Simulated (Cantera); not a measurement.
Input: 1 mol PbO, 0.52 mol CH4, 0.16 mol H2, held at 800 °C and 0.100 bar.

Equilibrium computed with Cantera from the NASA thermochemical tables; the gas is ideal and each condensed phase is pure. Candidate condensed phases: C, C6H6, C7H8, C8H18, H2O, Pb, PbO, PbO2, Pb3O4; 113 gas species. The numbers say what is thermodynamically allowed, not how fast it happens.

What is the equilibrium state?


* **x(H2)**: 0.506
* **x(CO)**: 0.214
* **x(H2O)**: 0.191
* **x(CO2)**: 0.0877
* **x(Pb)**: 0.000731
* **x(CH4)**: 8.68e-6
* **n(Pb(l))**: 0.999 mol
* **gas amount**: 1.721 mol
* **log10 activity of C(graphite) (absent)**: -2.13
* **log10 activity of PbO2(s) (absent)**: -16.07
